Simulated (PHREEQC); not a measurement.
A solution holds 0.39 mol/kgw H2SO4, 0.22 mol/kgw NaCl and 0.0047 mol/kgw MnSO4, at 25 °C. Closed to the air; pH follows from the charge balance.

The numbers come from PHREEQC with the ion-association model, wateq4f.dat.

No solid was allowed to form.

Question: Order these S species by the share of S that they hold, largest first: HSO4-, NaSO4-, MnSO4, SO4-2.

Answer: HSO4- (88 %), SO4-2 (9.9 %), NaSO4- (2.0 %), MnSO4 (0.20 %)

Question: Order these Mn species by the share of Mn that they hold, largest first: Mn+2, MnCl2, MnCl+, MnSO4.

Answer: Mn+2 (69 %), MnSO4 (17 %), MnCl+ (13 %), MnCl2 (0.44 %)

The pH is 0.49 and the ionic strength 0.695 mol/kgw.
